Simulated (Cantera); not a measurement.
# Equilibrium for aluminium nitride and oxide growth: Al + HCl + N2

A closed system holds: 1 mol Al, 0.53 mol HCl, 2.9 mol N2, held at 0.00133 bar.

Cantera equilibrium calculation (NASA polynomials, part measured and part estimated; ideal gas, pure solids and liquids). Candidate condensed phases: Al, AlCl3, AlN, NH4Cl; 20 gas species. The tables' values for AlCl2 are old estimates; treat these amounts as uncertain. The numbers say what is thermodynamically allowed, not how fast it happens.

```tsv
T (K)	log p N2	log p AlCl	log p H2	log p AlCl3	log p Al	log p HCl	log p AlCl2	n AlN(s)
1373	-2.95	-5.14	-4.02	-4.24	-10.79	-4.32	-5.25	0.844
1423	-2.95	-4.69	-4.02	-4.30	-9.93	-4.35	-5.01	0.819
1473	-2.96	-4.31	-4.02	-4.43	-9.14	-4.40	-4.83	0.767
1523	-2.97	-4.00	-4.02	-4.72	-8.39	-4.50	-4.79	0.676
1573	-2.98	-3.81	-4.02	-5.29	-7.69	-4.70	-4.94	0.574
1623	-2.99	-3.74	-4.01	-6.12	-7.04	-4.97	-5.28	0.514
1673	-2.99	-3.71	-4.00	-7.02	-6.42	-5.28	-5.69	0.489
1723	-2.99	-3.70	-4.00	-7.92	-5.85	-5.58	-6.10	0.475
1773	-2.99	-3.70	-4.00	-8.79	-5.31	-5.88	-6.50	0.461
1823	-2.99	-3.70	-4.01	-9.63	-4.79	-6.16	-6.90	0.429
1873	-3.00	-3.72	-4.03	-10.47	-4.30	-6.46	-7.30	0.334
```
log p: log10 of the partial pressure in bar; n: condensed amount in mol.

From 1373 K to 1873 K the condensed part is AlN(s). The main Al-bearing gas is AlCl3 at 1373 K and AlCl at 1873 K. The share of Al in condensed phases is highest at 1373 K (84.4 %) and lowest at 1873 K (33.4 %).
